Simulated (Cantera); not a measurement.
A perfectly stirred reactor is fed with NH3 : N2 : H2 = 1 : 4.2 : 0.011 (molar parts), at 0.484 atm; it is held at 2125 K, and followed from long to short residence time.

Computed with Cantera and the gas-phase N/H chemistry of the illustrative SiF4/NH3 mechanism in the Surface Chemkin manual (1991). Walls and surfaces, which speed up NH3 decomposition in real reactors, are not modelled.

One state of this run: x NH3 = 0.0990; x H2 = 0.118; x NH2 = 0.000504; x N = 1.93e-6; x N2H2 = 8.87e-7. x: mole fraction; the columns are a selection and need not sum to one.

Problem. Which value of τ (s) does it belong to?
A. 4.8
B. 0.0013
C. 0.078
D. 0.020

Solution. D, 0.020
